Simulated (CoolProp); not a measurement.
Vapour-liquid equilibrium of benzene (1) + toluene (2) at 121.55 °C; x and y are mole fractions of (1).

Model: multi-fluid Helmholtz-energy mixture model, Thol 2012 and Lemmon 2006; pair parameters Bell 2016, in CoolProp.

```
x     bubble pressure, mixture model (MPa)  bubble pressure, Raoult's law (MPa)  y, mixture model  y, Raoult's law
----  ------------------------------------  -----------------------------------  ----------------  ---------------
0.05                                0.1453                               0.1456             0.102            0.107
0.15                                0.1621                               0.1631             0.275            0.286
0.25                                0.1792                               0.1805             0.418            0.431
0.35                                0.1964                               0.1980             0.537            0.550
0.45                                0.2137                               0.2154             0.638            0.650
0.55                                0.2312                               0.2329             0.724            0.735
0.65                                0.2488                               0.2503             0.800            0.809
0.75                                0.2665                               0.2677             0.866            0.872
0.85                                0.2844                               0.2852             0.924            0.928
0.95                                0.3023                               0.3026             0.976            0.977
```

The largest gap from Raoult's law is -0.8 % in bubble pressure, at x = 0.35. No azeotrope shows between x = 0.05 and 0.95.

Pair parameters are fitted to limited data, so mixtures are less certain than the pure fluids.
